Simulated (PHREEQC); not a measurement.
Dissolve 49 mmol/kgw H2SO4, 0.031 mmol/kgw AlCl3 and 6.7 mmol/kgw CuCl2 at 40 °C. Closed to the air; pH follows from the charge balance.

Computed with PHREEQC (ion-association model, phreeqc.dat).

Q: The ionic strength comes out as 0.0868 mol/kgw. What activity coefficients do Al(SO4)2-, Al+3, AlSO4+, HSO4-, Cu+2 get?

A: Al(SO4)2- 0.78, Al+3 0.18, AlSO4+ 0.78, HSO4- 0.78, Cu+2 0.41.

Precipitation was switched off in this run. Constants without temperature data keep their 25 °C values here.
